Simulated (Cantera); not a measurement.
Equilibrium for nitride etching: BN + F₂

Feed: 1 mol BN, a varied amount of F₂, equilibrated at 1100 °C and 0.450 bar.

Equilibrium computed with Cantera from the NASA thermochemical tables; the gas is ideal and each condensed phase is pure. Candidate condensed phases: B, BN; 13 gas species. The tables' values for BF₂ are old estimates; treat these amounts as uncertain. The numbers say what is thermodynamically allowed, not how fast it happens.

At 1.3 mol F₂ the condensed part is BN(s). From 1.9 mol F₂ to 14 mol F₂ nothing is condensed. The main B-bearing gas is BF₃ throughout.

```
n(F₂) (mol)       x F   x BF₃    x N₂    x F₂     x BF₂    x NF₃    x NF₂     x BF  n BN(s)
-----------  --------  ------  ------  ------  --------  -------  -------  -------  -------
1.3          3.19e-12   0.667   0.333  <1e-12  0.000113   <1e-12   <1e-12  8.90e-8    0.133
1.9             0.314   0.444   0.222  0.0205    <1e-12  3.92e-6  8.29e-7   <1e-12        0
2.8             0.549   0.259   0.130  0.0627    <1e-12  1.60e-5  1.93e-6   <1e-12        0
4.2             0.669   0.158  0.0792  0.0932    <1e-12  2.27e-5  2.25e-6   <1e-12        0
6.4             0.739  0.0986  0.0493   0.114    <1e-12  2.40e-5  2.16e-6   <1e-12        0
9.5             0.778  0.0643  0.0322   0.126    <1e-12  2.27e-5  1.94e-6   <1e-12        0
14              0.802  0.0428  0.0214   0.134    <1e-12  2.03e-5  1.68e-6   <1e-12        0
```
x: gas mole fraction; n: condensed amount in mol.
